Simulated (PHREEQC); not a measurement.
Dissolve 10 mmol/kgw CuSO4, 0.89 mmol/kgw HBF4 and 9.4 mmol/kgw FeCl3 at 25 °C. Closed to the air; pH follows from the charge balance.

All values are PHREEQC results (ion-association model, phreeqc.dat), not measurements.

Each row changes one thing in this solution. This is a speciation only: nothing precipitates in the calculation.

| case | pH | ionic strength (mol/kgw) | Cu+2 (mol/kgw) | FeSO4+ (mol/kgw) | SO4-2 (mol/kgw) | CuSO4 (mol/kgw) | SI of Goethite (FeOOH) | SI of Hematite (Fe2O3) |
|---|---|---|---|---|---|---|---|---|
| as made | 2.48 | 0.0548 | 0.00837 | 0.00394 | 0.00372 | 0.00133 | +4.70 | +11.41 |
| HBF4 left out | 2.66 | 0.0545 | 0.00853 | 0.00491 | 0.00319 | 0.00117 | +5.39 | +12.80 |
| temperature from 25 to 20 °C | 2.49 | 0.0551 | 0.00845 | 0.00400 | 0.00375 | 0.00132 | +4.60 | +11.18 |
| HBF4 replaced by NaF at the same molality | (withheld) | 0.0552 | 0.00845 | 0.00452 | 0.00349 | 0.00126 | +5.44 | +12.89 |
| CuSO4 from 0.01 to 0.02 mol/kgw | 2.59 | 0.0757 | 0.0149 | 0.00455 | 0.00886 | 0.00466 | +4.73 | +11.46 |
| HBF4 from 0.00089 to 0.000801 mol/kgw | 2.50 | 0.0546 | 0.00839 | 0.00406 | 0.00366 | 0.00131 | +4.78 | +11.57 |
| temperature from 25 to 45 °C | (withheld) | 0.0541 | 0.00797 | 0.00355 | 0.00366 | 0.00135 | +5.04 | +12.18 |
| FeCl3 from 0.0094 to 0.0141 mol/kgw | (withheld) | 0.0713 | 0.00873 | 0.00558 | 0.00262 | 0.000840 | +4.69 | +11.40 |
| CuSO4 from 0.01 to 0.011 mol/kgw | 2.50 | 0.0568 | 0.00908 | 0.00406 | 0.00422 | 0.00161 | +4.70 | +11.41 |

Task: Complete the blanks.

Result: 
- HBF4 replaced by NaF at the same molality, pH: 2.70
- temperature from 25 to 45 °C, pH: 2.45
- FeCl3 from 0.0094 to 0.0141 mol/kgw, pH: 2.37

Some of these states are supersaturated (in Hematite (slow to form), Goethite (slow to form), for instance). Away from 25 °C the constants follow the database's enthalpies or fits; those with neither stay at their 25 °C values. Real BF4- forms and hydrolyses slowly; the run takes it at equilibrium. Fluoro complexes past AlF4- and FeF3 are missing from the database.
